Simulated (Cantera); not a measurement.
Charge: 1 mol MgO, 0.03 mol H2O, 0.32 mol N2, held at 875 °C and 4900 Pa.

Cantera equilibrium calculation (NASA polynomials, part measured and part estimated; ideal gas, pure solids and liquids). Candidate condensed phases: H2O, Mg, MgO, Mg(OH)2; 31 gas species. Rates play no part.

Base state: N2 0.914, H2O 0.0857 (mole fractions); condensed: MgO(s).

What changes in the equilibrium state with this change: 0.013 mol H2S added?


```csv
species,before,after
N2,0.914,0.872
H2O,0.0857,0.0808
H2,1.83e-6,0.0210
H2S,0,0.0154
S2,0,0.00974
SO2,0,0.000482
SH,0,3.72e-5
S2O,0,1.76e-5
"MgO(s), mol",1.00,1.00
```
Gases not in the tables: S3 to S7. Further candidate phases: H2SO4, MgS, MgSO4, S.

What changes in the equilibrium state with this change: MgO replaced by Fe2O3?


```csv
species,before,after
N2,0.914,0.914
H2O,0.0857,0.0857
"MgO(s), mol",1.00,0
"Fe2O3(s), mol",0,1.000
```
Further candidate phases: Fe, FeO, Fe(OH)2, Fe(OH)3, Fe2O3, Fe3O4.
